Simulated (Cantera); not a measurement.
An isothermal, constant-pressure homogeneous reactor starts with 0.709 % H2, 99.3 % O2, at 1225 K and 0.0132 atm.

Detailed kinetics in Cantera: the H2/O2 subset of GRI-Mech 3.0, which has no nitrogen chemistry. Radical loss at walls, strong at low pressure, is not modelled.

x: mole fraction; the columns are a selection and need not sum to one.

| t (s) | x H2 | x O2 | x H | x OH | x HO2 | x H2O | x H2O2 |
|---|---|---|---|---|---|---|---|
| 8.00e-6 | 0.00709 | 0.993 | 7.41e-11 | 8.16e-12 | 8.22e-11 | <1e-12 | <1e-12 |
| 2.08e-5 | 0.00709 | 0.993 | 1.65e-10 | 4.93e-11 | 2.14e-10 | <1e-12 | <1e-12 |
| 5.41e-5 | 0.00709 | 0.993 | 3.05e-10 | 2.58e-10 | 5.57e-10 | 1.17e-11 | <1e-12 |
| 0.000141 | 0.00709 | 0.993 | 4.54e-10 | 1.07e-9 | 1.45e-9 | 1.38e-10 | <1e-12 |
| 0.000366 | 0.00709 | 0.993 | 7.47e-10 | ? | ? | ? | <1e-12 |
| 0.000953 | 0.00709 | 0.993 | 2.12e-9 | 1.65e-8 | 9.84e-9 | 1.36e-8 | 3.23e-12 |
| 0.00248 | 0.00709 | 0.993 | 2.27e-8 | 2.04e-7 | 2.62e-8 | 2.80e-7 | 2.11e-11 |
| 0.00645 | 0.00693 | 0.993 | 8.63e-6 | 7.62e-5 | 2.96e-7 | 0.000117 | 4.45e-10 |
| 0.0168 | ? | 0.986 | ? | ? | ? | 0.00660 | ? |
| 0.0437 | 1.97e-5 | 0.987 | 0.000182 | 0.000582 | 5.67e-7 | 0.00669 | 1.24e-8 |
| 0.114 | 1.58e-5 | 0.988 | 0.000130 | 0.000521 | 5.09e-7 | 0.00676 | 1.20e-8 |
| 0.296 | 9.71e-6 | 0.990 | 6.16e-5 | 0.000409 | 3.97e-7 | 0.00686 | 1.10e-8 |
| 0.769 | 3.93e-6 | 0.992 | 1.57e-5 | 0.000261 | 2.43e-7 | 0.00697 | 8.65e-9 |
| 2.00 | 1.05e-6 | 0.993 | 2.15e-6 | 0.000135 | 1.09e-7 | 0.00705 | 5.02e-9 |

Some entries are withheld; supply them.


- 0.000366, x OH: 3.80e-9
- 0.000366, x HO2: 3.77e-9
- 0.000366, x H2O: 1.34e-9
- 0.0168, x H2: 3.90e-5
- 0.0168, x H: 0.000229
- 0.0168, x OH: 0.000672
- 0.0168, x HO2: 6.41e-7
- 0.0168, x H2O2: 1.53e-8
